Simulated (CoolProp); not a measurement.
A single-stage vapour-compression cycle with chlorine: evaporating at 239.15 K (dew point), condensing at 280.15 K (bubble point), superheat 10 K, subcooling 2 K, compressor efficiency 0.75, no pressure losses. Each further row changes one setting.

Values from CoolProp's reference Helmholtz-energy equation of state, Thol 2021.

```
case                              cooling COP  pressure ratio  discharge temperature (K)  refrigerating effect (kJ/kg)  volumetric capacity (kJ/m³)
--------------------------------  -----------  --------------  -------------------------  ----------------------------  ---------------------------
as stated                                3.65            4.55                      396.2                           255                          902
evaporating temperature 244.15 K         4.33            3.67                      379.3                           257                         1110
condensing temperature 275.15 K          4.23            3.89                      378.6                           259                          919
subcooling 7 K                           3.72            4.55                      396.2                           259                          919
superheat 20 K                           3.57            4.55                      411.3                           259                          881
compressor efficiency 0.65               3.16            4.55                      417.0                           255                          902
```
